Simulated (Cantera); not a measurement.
An adiabatic, constant-pressure homogeneous reactor starts with H2 : O2 : N2 = 1 : 0.5 : 1.88 (molar parts), equivalence ratio 1.0, at 1598 K and 750 Torr. Integrator tolerance rtol = 1e-08.

Detailed kinetics in Cantera: the H2/O2 subset of GRI-Mech 3.0, which has no nitrogen chemistry.

Q: What does this change do: pressure from 750 Torr to 2100 Torr?

A: 
| quantity | before | after |
|---|---|---|
| time of steepest temperature rise | 9.74 µs | 3.53 µs |
| temperature at 0.200 s | 2886 K | 2982 K |
| equilibrium temperature | 2886 K | 2982 K |
| x(H2) at 0.200 s | 0.0533 (gas-phase equilibrium 0.0533) | 0.0492 (gas-phase equilibrium 0.0492) |
| x(O2) at 0.200 s | 0.0190 (gas-phase equilibrium 0.0190) | 0.0170 (gas-phase equilibrium 0.0170) |
| x(O) at 0.200 s | 0.0104 (gas-phase equilibrium 0.0104) | 0.00835 (gas-phase equilibrium 0.00835) |
| x(OH) at 0.200 s | 0.0351 (gas-phase equilibrium 0.0351) | 0.0336 (gas-phase equilibrium 0.0336) |
| x(H) at 0.200 s | 0.0255 (gas-phase equilibrium 0.0255) | 0.0200 (gas-phase equilibrium 0.0200) |
The hydrogen kinetics of GRI-Mech 3.0 are dated; newer H2 mechanisms differ, most at raised pressure.
